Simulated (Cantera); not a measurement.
Input: 1 mol MgO, 5 mol O2, 0.59 mol CO2, held at 1298.15 K and 1 atm.

These are equilibrium values from Cantera (NASA tables, ideal gas, pure condensed phases), not measurements of a reactor. Candidate condensed phases: C, Mg, MgCO3, MgO; 15 gas species. The numbers say what is thermodynamically allowed, not how fast it happens.

What is the equilibrium state?


```json
{
  "x(O2)": "0.894",
  "x(CO2)": "0.106",
  "n(MgO(s))": "1.00 mol",
  "gas_amount": "5.590 mol",
  "log10 activity of C(graphite) (absent)": "-16.87",
  "log10 activity of Mg(l) (absent)": "-18.43"
}
```
